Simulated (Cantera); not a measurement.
Input (Python, Cantera):

```python
import numpy as np
import cantera as ct

surf = ct.Interface("ptcombust.yaml", "Pt_surf")
gas = surf.adjacent["gas"]
gas.TPX = 300, 2400, {'H2': 0.023, 'O2': 0.15, 'N2': 0.79}
jet = ct.ImpingingJet(gas=gas, width=0.043, surface=surf)
jet.inlet.mdot, jet.inlet.T, jet.inlet.X = 0.098, 300, {'H2': 0.023, 'O2': 0.15, 'N2': 0.79}
jet.set_refine_criteria(ratio=10, slope=0.2, curve=0.3)
show, cover = ['H2', 'O2', 'H2O', 'OH'], ["PT(S)", "H(S)", "O(S)", "OH(S)", "CO(S)", "C(S)"]

rows = []
print(f"{'Ts/K':>7s}" + "".join(f"{s:>11s}" for s in show + cover) + "   (gas at the wall, coverages)")
for i, Ts in enumerate([700, 750, 800, 850, 900]):
    jet.surface.T = Ts
    if i == 0:
        surf.TP = Ts, 2400
        surf.coverages = "PT(S):0.5, O(S):0.5"
        surf.advance_coverages(1.0)
        jet.set_initial_guess(products="inlet")
    jet.solve(loglevel=0, auto=(i == 0))
    rows.append([*(jet.X[gas.species_index(s), -1] for s in show), *surf[cover].coverages])
    print(f"{Ts:7g}" + "".join(f"{x:11.3e}" for x in rows[-1]))
```

It prints:

```
   Ts/K         H2         O2        H2O         OH      PT(S)       H(S)       O(S)      OH(S)      CO(S)       C(S)   (gas at the wall, coverages)
    700  6.433e-03  1.370e-01  3.382e-02  1.918e-10  9.117e-02  3.351e-09  9.072e-01  1.662e-03 -2.951e-22 -2.052e-25
    750  5.766e-03  1.364e-01  3.486e-02  1.211e-09  1.097e-01  6.679e-09  8.890e-01  1.327e-03  1.729e-22  2.076e-25
    800  4.698e-03  1.353e-01  3.669e-02  5.740e-09  1.474e-01  1.570e-08  8.514e-01  1.155e-03  2.073e-17  5.565e-29
    850  3.732e-03  1.344e-01  3.831e-02  2.164e-08  2.014e-01  3.720e-08  7.976e-01  1.033e-03  9.192e-17  1.713e-25
    900  3.028e-03  1.337e-01  3.945e-02  6.852e-08  2.655e-01  8.144e-08  7.336e-01  9.184e-04  2.118e-18  1.100e-24
```

Detailed kinetics in Cantera: Deutschmann's 1995 Pt surface mechanism with GRI-Mech 3.0 gas chemistry. Catalytic surfaces can have several steady states; this one follows from the mechanism file's or the stated starting coverage.
